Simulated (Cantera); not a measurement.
Cantera run:

```python
import numpy as np
import cantera as ct

gas_names = """
    CCL4 TiCL3 TiCL4
""".split()
cond_names = """
    C(gr)
""".split()


def load(file, names, dense=False):
    # The tables refer to 1 bar. Condensed volumes are neglected.
    table = {s.name: s for s in ct.Species.list_from_file(file)}
    out = []
    for n in names:
        d = dict(table[n].input_data)
        d["thermo"] = dict(d["thermo"], **{"reference-pressure": 1e5})
        if dense:
            d["equation-of-state"] = {"model": "constant-volume", "density": "1e6 g/cm^3"}
        out.append(ct.Species.from_dict(d))
    return out


species = {s.name: s for s in load("nasa_gas.yaml", gas_names) + load("nasa_condensed.yaml", cond_names)}
# Each term lists the table entries of one substance; the one whose range holds T is used.
reactions = {
    'CCl4(g) + 4 TiCl3(g) = 4 TiCl4(g) + C':
        [(-1, ['CCL4']), (-4, ['TiCL3']), (4, ['TiCL4']), (1, ['C(gr)'])],
}


def pick(names, T):
    return next(species[n] for n in names if species[n].thermo.min_temp <= T <= species[n].thermo.max_temp)


results = []
for label, terms in reactions.items():
    print(label)
    print("     T/K   dH/kJ  dS/(J/K)   dG/kJ   log10 K")
    for T in [1075, 1100, 1125, 1150, 1175]:
        used = [(nu, pick(names, T)) for nu, names in terms]
        dH = sum(nu * s.thermo.h(T) for nu, s in used) / 1e6
        dS = sum(nu * s.thermo.s(T) for nu, s in used) / 1e3
        dG = dH - T * dS / 1e3
        logK = -dG * 1e6 / (ct.gas_constant * T * np.log(10))
        results.append((label, T, dH, dS, dG, logK, [s.name for _, s in used]))
        print(f"{T:8g} {dH:8.1f} {dS:8.1f} {dG:8.1f} {logK:8.2f}")
```

Result:

```
CCl4(g) + 4 TiCl3(g) = 4 TiCl4(g) + C
     T/K   dH/kJ  dS/(J/K)   dG/kJ   log10 K
    1075   -796.8   -146.1   -639.7    31.08
    1100   -796.7   -146.0   -636.1    30.20
    1125   -796.6   -145.9   -632.4    29.36
    1150   -796.5   -145.9   -628.8    28.56
    1175   -796.5   -145.8   -625.1    27.79
```

Standard-state values (1 bar) from the NASA 1993 polynomials, evaluated with Cantera. Condensed species are held in their standard states even where they would react or evaporate.
